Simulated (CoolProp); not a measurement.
Saturation properties of sulfur hexafluoride.

Model: reference Helmholtz-energy equation of state, Guder 2009, in CoolProp.

| T (°C) | p (MPa) | liquid density (kg/m³) | vapour density (kg/m³) | enthalpy of vaporisation (kJ/kg) | liquid viscosity (µPa s) |
|---|---|---|---|---|---|
| -31.25 | 0.4711 | 1751 | 38.69 | 102.4 | 311 |
| -22.25 | 0.6407 | 1700 | 52.39 | 97.73 | 269 |
| -13.35 | 0.8494 | 1647 | 69.67 | 92.70 | 232 |
| -4.35 | 1.108 | 1588 | 91.92 | 87.03 | 199 |
| 4.65 | 1.420 | 1524 | 120.5 | 80.59 | 170 |
| 13.65 | 1.793 | 1451 | 157.8 | 73.13 | 145 |
| 22.65 | 2.236 | 1366 | 208.1 | 64.20 | 122 |
| 31.65 | 2.756 | 1258 | 281.3 | 52.74 | 99.2 |
| 40.55 | 3.363 | 1095 | 409.5 | 35.48 | 73.6 |

Viscosity comes from a separate model (Quiñones-Cisneros 2012).
